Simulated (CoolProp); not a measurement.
Vapour-liquid equilibrium of hydrogen sulfide (1) + n-hexane (2) at 264.1 K; x and y are mole fractions of (1).

Values from CoolProp's multi-fluid Helmholtz-energy mixture model, Lemmon 2006 and Thol 2019; pair parameters Kunz 2012.

Give the bubble pressure and the first vapour's composition at x = 0.2, 0.5, 0.95. Is there an azeotrope?

x = 0.2: 3.059 bar, y = 0.989; x = 0.5: 5.154 bar, y = 0.994; x = 0.95: 7.446 bar, y = 0.999. No azeotrope shows between x = 0.05 and 0.95.

The pair parameters rest on a limited set of measurements; away from them the model extrapolates. With so large a gap from Raoult's law the liquid may split in two, which this calculation doesn't test in full.
